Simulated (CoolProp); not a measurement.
Properties of CHF3 (R23) at several states (Tc = 299.3 K, pc = 4832 kPa, ω = 0.263).

Values from CoolProp's reference Helmholtz-energy equation of state, Penoncello 2003.

```
T (K)  p (kPa)  phase  density (kg/m³)  cp (kJ/(kg K))  cv (kJ/(kg K))  expansivity (1/kK)  viscosity (µPa s)
-----  -------  -----  ---------------  --------------  --------------  ------------------  -----------------
282.4      306    gas            9.393          0.7369          0.6003                   ?               14.2
207.4     10.6    gas           0.4317          0.6044               ?               4.879                  ?
373.7     30.9    gas           0.6970          0.8370               ?               2.686                  ?
```

Complete the blanks.


- 282.4, expansivity (1/kK): 3.911
- 207.4, cv (kJ/(kg K)): 0.4835
- 207.4, viscosity (µPa s): 10.3
- 373.7, cv (kJ/(kg K)): 0.7176
- 373.7, viscosity (µPa s): 18.4

Viscosity comes from a separate model (Shan 2000).
